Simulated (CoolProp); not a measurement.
The fluoroketone C6F12O (FK-5-1-12) along the isobar 9.04 bar: Z from the reference equation and from simpler models built on Tc = 168.7 °C, pc = 18.69 bar, ω = 0.471; each cubic takes its own stable root.

The numbers come from the reference Helmholtz-energy equation of state, McLinden 2015 in CoolProp.

```json
[
 {"T (°C)": "69.15", "phase": "liquid", "reference": "0.06852"},
 {"T (°C)": "82.25", "phase": "liquid", "reference": "0.06821"},
 {"T (°C)": "95.45", "phase": "liquid", "reference": "0.06828"},
 {"T (°C)": "108.55", "phase": "liquid", "reference": "0.06883"},
 {"T (°C)": "121.65", "phase": "liquid", "reference": "0.07009"},
 {"T (°C)": "134.85", "phase": "gas", "reference": "0.7066"},
 {"T (°C)": "147.95", "phase": "gas", "reference": "0.7551"},
 {"T (°C)": "161.15", "phase": "gas", "reference": "0.7911"},
 {"T (°C)": "174.25", "phase": "gas", "reference": "0.8191"},
 {"T (°C)": "187.45", "phase": "gas", "reference": "0.8419"},
 {"T (°C)": "200.55", "phase": "gas", "reference": "0.8607"},
 {"T (°C)": "213.75", "phase": "gas", "reference": "0.8767"},
 {"T (°C)": "226.85", "phase": "gas", "reference": "0.8903"}
]
```

How far does each simpler model (Redlich-Kwong, Peng-Robinson) lie from the reference over these 13 states: mean and median of the absolute difference, and the worst?


- Redlich-Kwong: mean 77.7 %, median 2.7 %, worst +910.3 % at 121.65 °C and 9.04 bar
- Peng-Robinson: mean 1.5 %, median 1.5 %, worst -2.9 % at 69.15 °C and 9.04 bar

At some of these states Redlich-Kwong gives the other phase, because its saturation line lies elsewhere.
